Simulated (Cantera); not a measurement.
**N2O furnace oxynitridation**

An isothermal, constant-pressure homogeneous reactor starts with N2O = 1 (molar parts), at 1025 K and 101000 Pa.

Computed with Cantera and GRI-Mech 3.0 (53 species, 325 reactions). GRI-Mech 3.0 was tuned for natural gas; its chemistry of N2O as a main component is partial and can be far from experiment. The mechanism lacks the step 2 NO + O2 → 2 NO2, which can matter for NO2 below about 1400 K. The temperature is held fixed by assumption; the heat of reaction is taken as removed at once.

```
t (s)     x N2O     x NO2      x O2      x NO      x N2      x O
--------  -----  --------  --------  --------  --------  -------
0.000600  1.000  5.55e-12   3.33e-6   3.23e-7   6.89e-6  6.86e-8
0.00145   1.000  3.36e-11   8.15e-6   7.89e-7   1.68e-5  6.86e-8
0.00351   1.000  1.97e-10   1.98e-5   1.92e-6   4.07e-5  6.86e-8
0.00850   1.000   1.14e-9   4.80e-5   4.65e-6   9.85e-5  6.86e-8
0.0206    1.000   6.61e-9  0.000116   1.13e-5  0.000238  6.86e-8
0.0498    0.999   3.74e-8  0.000281   2.72e-5  0.000577  6.86e-8
0.120     0.998   2.02e-7  0.000680   6.57e-5   0.00139  6.85e-8
0.292     0.995   9.80e-7   0.00164  0.000158   0.00337  6.84e-8
0.706     0.988   3.93e-6   0.00395  0.000379   0.00810  6.82e-8
1.71      0.970   1.23e-5   0.00943  0.000898    0.0193  6.74e-8
4.13      0.931   3.17e-5    0.0221   0.00208    0.0452  6.58e-8
10.0      0.845   7.31e-5    0.0494   0.00460     0.101  6.20e-8
```
x: mole fraction; the columns are a selection and need not sum to one.

Equilibrium at this temperature and pressure: N2O 3.54e-9, NO2 2.74e-6, O2 0.333, NO 4.77e-5, N2 0.667, O 1.91e-10 (gas phase only).
